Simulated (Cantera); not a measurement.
What does this Cantera script print?

```python
import numpy as np
import cantera as ct

gas_names = """
    HCL H Ca CL2 CL
""".split()
cond_names = """
    Ca(a) Ca(b) Ca(L) CaCL2(s) CaCL2(L)
""".split()


# ... load() reads the species with a 1 bar reference pressure and builds the phases ...
species = {s.name: s for s in load("nasa_gas.yaml", gas_names) + load("nasa_condensed.yaml", cond_names)}
# Each term lists the table entries of one substance; the one whose range holds T is used.
reactions = {
    'Ca + 2 HCl(g) = 2 H(g) + CaCl2':
        [(-1, ['Ca(a)', 'Ca(b)', 'Ca(L)']), (-2, ['HCL']), (2, ['H']), (1, ['CaCL2(s)', 'CaCL2(L)'])],
    'Ca(g) + Cl2(g) = CaCl2':
        [(-1, ['Ca']), (-1, ['CL2']), (1, ['CaCL2(s)', 'CaCL2(L)'])],
    'CaCl2 = Ca + 2 Cl(g)':
        [(-1, ['CaCL2(s)', 'CaCL2(L)']), (1, ['Ca(a)', 'Ca(b)', 'Ca(L)']), (2, ['CL'])],
}


def pick(names, T):
    return next(species[n] for n in names if species[n].thermo.min_temp <= T <= species[n].thermo.max_temp)


results = []
for label, terms in reactions.items():
    print(label)
    print("     T/K   dH/kJ  dS/(J/K)   dG/kJ   log10 K")
    for T in [300, 748, 848, 948, 1048, 1148, 1248, 1348, 1448, 1548, 1648]:
        used = [(nu, pick(names, T)) for nu, names in terms]
        dH = sum(nu * s.thermo.h(T) for nu, s in used) / 1e6
        dS = sum(nu * s.thermo.s(T) for nu, s in used) / 1e3
        dG = dH - T * dS / 1e3
        logK = -dG * 1e6 / (ct.gas_constant * T * np.log(10))
        results.append((label, T, dH, dS, dG, logK, [s.name for _, s in used]))
        print(f"{T:8g} {dH:8.1f} {dS:8.1f} {dG:8.1f} {logK:8.2f}")
```

It prints:

```
Ca + 2 HCl(g) = 2 H(g) + CaCl2
     T/K   dH/kJ  dS/(J/K)   dG/kJ   log10 K
     300   -175.1    -82.1   -150.5    26.21
     748   -162.3    -55.2   -121.0     8.45
     848   -159.2    -51.2   -115.7     7.13
     948   -156.0    -47.7   -110.8     6.10
    1048   -124.3    -17.2   -106.2     5.29
    1148   -128.4    -20.8   -104.5     4.75
    1248   -124.3    -17.4   -102.6     4.29
    1348   -120.3    -14.4   -101.0     3.91
    1448   -116.5    -11.6    -99.7     3.60
    1548   -112.7     -9.0    -98.6     3.33
    1648   -108.9     -6.7    -97.9     3.10
Ca(g) + Cl2(g) = CaCl2
     T/K   dH/kJ  dS/(J/K)   dG/kJ   log10 K
     300   -973.6   -273.2   -891.6   155.24
     748   -964.4   -254.9   -773.8    54.04
     848   -962.1   -252.0   -748.5    46.10
     948   -959.6   -249.2   -723.4    39.86
    1048   -928.3   -219.1   -698.7    34.82
    1148   -923.9   -215.0   -677.0    30.80
    1248   -919.5   -211.4   -655.7    27.44
    1348   -915.0   -207.9   -634.7    24.59
    1448   -910.6   -204.8   -614.1    22.15
    1548   -906.2   -201.8   -593.8    20.04
    1648   -901.8   -199.1   -573.7    18.18
CaCl2 = Ca + 2 Cl(g)
     T/K   dH/kJ  dS/(J/K)   dG/kJ   log10 K
     300   1038.4    268.3    957.9  -166.79
     748   1038.0    266.8    838.5   -58.55
     848   1037.5    266.1    811.8   -50.01
     948   1036.7    265.3    785.3   -43.27
    1048   1007.3    237.1    758.9   -37.82
    1148   1013.5    242.6    735.0   -33.44
    1248   1011.5    240.9    710.8   -29.75
    1348   1009.4    239.3    686.8   -26.61
    1448   1007.3    237.8    663.0   -23.92
    1548   1005.2    236.4    639.3   -21.57
    1648   1003.1    235.1    615.7   -19.51
```

Standard-state values (1 bar) from the NASA 1993 polynomials, evaluated with Cantera. Condensed species are held in their standard states even where they would react or evaporate.
